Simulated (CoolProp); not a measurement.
C2F6 (R116) at 301.77 K and 4.89 MPa is throttled through a valve to 2.81 MPa with no heat exchange. Each further row changes one setting.

The numbers come from the reference Helmholtz-energy equation of state, Lemmon 2006 in CoolProp. It is a short technical equation, of lower accuracy than the large ones.

```csv
case,temperature change (K),final phase,final density (kg/m³)
as stated,-12.0,"two-phase, vapour fraction 0.300",624
outlet pressure 0.843 MPa,-55.6,"two-phase, vapour fraction 0.783",89.5
outlet pressure 3.65 MPa,-4.6,supercritical,838
```
